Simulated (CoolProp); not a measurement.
Saturation properties of m-xylene (Tc = 343.7 °C, pc = 35.35 bar, ω = 0.326).

Values from CoolProp's reference Helmholtz-energy equation of state, Zhou 2012.

```
T (°C)     p (bar)  enthalpy of vaporisation (kJ/kg)  vapour viscosity (µPa s)
------  ----------  --------------------------------  ------------------------
99.65       0.3081                             362.6                      8.04
118.65  (withheld)                             352.1                      8.43
137.75      0.9780                             340.9                      8.83
156.85  (withheld)                             329.1                      9.23
175.85       2.478                             316.5                (withheld)
194.95       3.703                             302.7                (withheld)
214.05  (withheld)                             287.5                      10.5
233.15       7.485                        (withheld)                (withheld)
252.15       10.20                             251.5                      11.6
271.25       13.62                             229.1                      12.2
290.35       17.86                             202.3                (withheld)
```

Q: Complete the blanks.

A: 
- 118.65, p (bar): 0.5666
- 156.85, p (bar): 1.596
- 175.85, vapour viscosity (µPa s): 9.65
- 194.95, vapour viscosity (µPa s): 10.1
- 214.05, p (bar): 5.344
- 233.15, enthalpy of vaporisation (kJ/kg): 270.6
- 233.15, vapour viscosity (µPa s): 11.0
- 290.35, vapour viscosity (µPa s): 12.9

It boils at 139.1 °C under 1 atm.

Viscosity comes from a separate model (Cao 2016).
